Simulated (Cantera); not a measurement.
Cantera run:

```python
import numpy as np
import cantera as ct

gas_names = [...]  # 109 gases of nasa_gas.yaml made of C, Cl, H, Si
cond_names = """
    C(gr) C6H6(L) C7H8(L) C8H18(L),n-octa Si(cr) Si(L) SiC(b)
""".split()


# ... load() reads the species with a 1 bar reference pressure and builds the phases ...
atoms = {
    '(CH3)2SiCl2': {'C': 2, 'H': 6, 'Si': 1, 'CL': 2},
    'C2H4': {'C': 2, 'H': 4},
    'H2': {'H': 2},
}
top_T = {'C(gr)': 4500, 'SiC(b)': 3050}  # K; cautious upper limits of use, not melting points


# ... equilibrate(T, P, feed) seeds the gas with the atoms and calls Mixture.equilibrate('TP', solver="vcs", rtol=1e-11, max_steps=5000) ...
results = []
feed = {'(CH3)2SiCl2': 1, 'C2H4': 0.15, 'H2': 2}  # mol
T = 1175  # K
P = 310  # Pa
mix = equilibrate(T, P, feed)
results.append((T, P, feed, dict(zip(mix.species_names, mix.species_moles))))
print(gas.report(threshold=0.001))
for i in range(1, mix.n_phases):
    print(f"{mix.phase(i).name:16s} {mix.phase_moles(i):12.5e} mol")
```

Output:

```
       temperature   1175 K
          pressure   310 Pa
           density   0.00041515 kg/m^3
  mean mol. weight   13.083 kg/kmol
   phase of matter   gas

                          1 kg             1 kmol
                     ---------------   ---------------
          enthalpy       -2.8749e+05       -3.7612e+06  J
   internal energy       -1.0342e+06       -1.3531e+07  J
           entropy             18565        2.4289e+05  J/K
    Gibbs function       -2.2102e+07       -2.8916e+08  J
 heat capacity c_p            2422.7             31697  J/K
 heat capacity c_v            1787.2             23382  J/K

                      mass frac. Y      mole frac. X     chem. pot. / RT
                     ---------------   ---------------   ---------------
               HCL           0.85281           0.30604           -41.111
                H2            0.1064           0.69051           -24.068
             SiCL4          0.032513         0.0025039           -126.86
     [ +106 minor]         0.0082742        0.00094946

C(gr)             1.32132e+00 mol
Si(cr)            0.00000e+00 mol
SiC(b)            9.78500e-01 mol
```

Method: chemical equilibrium by Gibbs-energy minimisation in Cantera with the NASA 1993 tables (ideal gas, pure condensed phases). The feed counts by its element totals alone. The tables' values for SiCl3 are old estimates; treat these amounts as uncertain.
